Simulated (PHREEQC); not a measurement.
A solution holds 56 mmol/kgw KOH, 83 mmol/kgw KNO3 and 16 mmol/kgw CO2, at 25 °C. Closed to the air; pH follows from the charge balance.

Computed with PHREEQC (ion-association model, phreeqc.dat).

Each row changes one thing in this solution. Precipitation was switched off in this run.

```
case                               pH  ionic strength (mol/kgw)  HCO3- (mol/kgw)
------------------------------  -----  ------------------------  ---------------
as made                         12.24                     0.155          8.62e-5
0.0015 mol/kgw Na2CO3 added     12.24                     0.159          9.24e-5
0.037 mol/kgw NaOH added            ?                         ?          2.77e-5
0.05 mol/kgw H2SO4 added         1.70                         ?          4.91e-7
temperature from 25 to 10 °C    12.78                     0.155          3.67e-5
KOH from 0.056 to 0.56 mol/kgw  13.51                     0.659          3.24e-6
diluted 2-fold with water           ?                    0.0774          9.35e-5
0.13 mol/kgw HCl added           1.23                     0.213          1.70e-7
temperature from 25 to 85 °C        ?                     0.154          0.00141
```

Question: Fill in the missing entries.

Answer: 
- 0.037 mol/kgw NaOH added, pH: 12.64
- 0.037 mol/kgw NaOH added, ionic strength (mol/kgw): 0.187
- 0.05 mol/kgw H2SO4 added, ionic strength (mol/kgw): 0.182
- diluted 2-fold with water, pH: 11.97
- temperature from 25 to 85 °C, pH: 10.75

At this temperature some constants are extrapolated from 25 °C, and those without enthalpy data are left unchanged.
